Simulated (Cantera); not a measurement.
A closed system holds: 1 mol TEOS, 0.2 mol H2O, 14 mol H2, held at 1375 K and 21.0 Pa.

Cantera equilibrium calculation (NASA polynomials, part measured and part estimated; ideal gas, pure solids and liquids). Candidate condensed phases: C, C6H6, C7H8, C8H18, H2O, Si, SiC, SiO2; 123 gas species. The feed counts by its element totals alone. Rates play no part.

Base state: H2 0.852, CO 0.148, H 0.000218, SiO 0.000163 (mole fractions); condensed: C(graphite) + SiC(s).

What changes in the equilibrium state with this change: TEOS replaced by SiF4?


```json
[
 {"species": "H2", "before": "0.852", "after": "0.900"},
 {"species": "SiF4", "before": "0", "after": "0.0513"},
 {"species": "HF", "before": "0", "after": "0.0391"},
 {"species": "CO", "before": "0.148", "after": "0"},
 {"species": "SiF3", "before": "0", "after": "0.00449"},
 {"species": "SiF2", "before": "0", "after": "0.000284"},
 {"species": "SiHF3", "before": "0", "after": "0.000217"},
 {"species": "C(graphite), mol", "before": "2.81", "after": "0"},
 {"species": "SiC(s), mol", "before": "0.995", "after": "0"},
 {"species": "SiO2(β-quartz), mol", "before": "0", "after": "0.0688"}
]
```
The tables' values for SiF3, SiF2 are old estimates; treat these amounts as uncertain. The tables hold silica as quartz up to 1696 K and as liquid above; real silica turns to tridymite and cristobalite and melts near 1996 K.

What changes in the equilibrium state with this change: H2O from 0.2 to 5.4 mol?


| species | before | after |
|---|---|---|
| H2 | 0.852 | 0.773 |
| CO | 0.148 | 0.211 |
| SiO | 0.000163 | 0.0158 |
| H | 0.000218 | 0.000208 |
| C(graphite), mol | 2.81 | 0 |
| SiC(s), mol | 0.995 | 0 |
| SiO2(β-quartz), mol | 0 | 0.400 |
The tables hold silica as quartz up to 1696 K and as liquid above; real silica turns to tridymite and cristobalite and melts near 1996 K.
